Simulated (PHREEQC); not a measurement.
A made-up water analysis in mg/kgw, 25 °C, pH 2.45, pe 9.4:

```
constituent              mg/kgw
-----------------------  ------
Na                          139
K                          56.4
Ca                           19
Mg                         66.5
Cl                         81.2
S(6) as SO4                 896
Zn                           12
O(0) (dissolved oxygen)   0.378
```

Valence states are taken as typed.

Equilibrium calculation in PHREEQC: ion-association model, phreeqc.dat.

Task: The ionic strength comes out as 0.0255 mol/kgw. What activity coefficients do NaSO4-, Zn(SO4)2-2, Mg+2, Zn+2, Na+ get?

Result: NaSO4- 0.86, Zn(SO4)2-2 0.54, Mg+2 0.56, Zn+2 0.55, Na+ 0.86.

This is a speciation only: nothing precipitates in the calculation.
